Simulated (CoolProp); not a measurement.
Properties of nitrogen along the isobar 1.86 MPa.

Model: reference Helmholtz-energy equation of state, Span 2000, in CoolProp.

| T (°C) | phase | Z | speed of sound (m/s) | Joule-Thomson coefficient (K/MPa) | fugacity coefficient |
|---|---|---|---|---|---|
| -196.65 | liquid | 0.1006 | 874.7 | -0.3566 | 0.05207 |
| -182.35 | liquid | 0.09241 | 728.9 | -0.2391 | 0.2012 |
| -168.15 | liquid | 0.08990 | 561.5 | 0.05503 | 0.4951 |
| -153.95 | gas | 0.7265 | 191.2 | 12.26 | 0.7876 |
| -139.65 | gas | 0.8272 | 216.4 | 9.551 | 0.8503 |
| -125.45 | gas | 0.8804 | 235.1 | 7.811 | 0.8906 |
| -111.25 | gas | 0.9138 | 250.9 | 6.563 | 0.9185 |
| -96.95 | gas | 0.9366 | 265.1 | 5.610 | 0.9386 |
| -82.75 | gas | 0.9526 | 277.9 | 4.864 | 0.9534 |
| -68.45 | gas | 0.9645 | 289.9 | 4.256 | 0.9646 |
